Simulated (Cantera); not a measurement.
A freely propagating, adiabatic, planar premixed flame of 46.9 % H2, 11.2 % O2, 42.0 % N2, equivalence ratio 2.1, unburnt at 625 K and 1280 Torr; mixture-averaged transport, grid criteria slope 0.08 and curve 0.16, no radiation.

Cantera simulation using the H2/O2 subset of GRI-Mech 3.0, which has no nitrogen chemistry; the numbers are that mechanism's predictions, not measurements. Burning velocities carry a grid error of a few per cent, more on coarse grids.

Question: Predict: laminar burning velocity; thermal thickness; peak x(O); peak x(H2O2); peak x(HO2); peak x(H).

Answer: 
- laminar burning velocity = 994 cm/s
- thermal thickness = 0.234 mm
- peak x(O) = 0.00365
- peak x(H2O2) = 1.22e-5
- peak x(HO2) = 0.000359
- peak x(H) = 0.0840
